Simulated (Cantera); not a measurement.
An isothermal, constant-pressure homogeneous reactor starts with 40.0 % NO, 60.0 % N2, at 2000 K and 1.00 atm.

Detailed kinetics in Cantera: GRI-Mech 3.0 (53 species, 325 reactions).

x: mole fraction; the columns are a selection and need not sum to one.

| t (s) | x NO | x N2 | x O2 | x O | x N2O | x NO2 |
|---|---|---|---|---|---|---|
| 8.00e-5 | 0.400 | 0.600 | 2.67e-7 | 7.90e-6 | [?] | 8.44e-6 |
| 0.000318 | 0.400 | 0.600 | 5.85e-6 | 2.57e-5 | [?] | 4.60e-5 |
| 0.00127 | 0.399 | 0.600 | 0.000143 | 5.73e-5 | 7.29e-5 | 0.000118 |
| 0.00504 | 0.398 | 0.601 | 0.000970 | 6.27e-5 | 7.53e-5 | 0.000129 |
| 0.0201 | 0.391 | 0.604 | 0.00428 | 7.34e-5 | 7.25e-5 | 0.000151 |
| 0.0798 | 0.365 | 0.617 | 0.0172 | 0.000105 | [?] | 0.000207 |
| 0.317 | 0.277 | 0.661 | 0.0612 | 0.000173 | [?] | 0.000266 |
| 1.26 | 0.106 | 0.747 | 0.147 | 0.000258 | [?] | 0.000154 |
| 5.03 | 0.0147 | 0.793 | 0.192 | 0.000294 | [?] | 2.44e-5 |
| 20.0 | 0.00748 | 0.796 | 0.196 | 0.000296 | [?] | 1.25e-5 |

Problem. Fill in the missing entries.

Solution. 
- 8.00e-5, x N2O: 1.37e-5
- 0.000318, x N2O: 4.17e-5
- 0.0798, x N2O: 6.23e-5
- 0.317, x N2O: 3.50e-5
- 1.26, x N2O: 5.22e-6
- 5.03, x N2O: 4.89e-7
- 20.0, x N2O: 4.25e-7
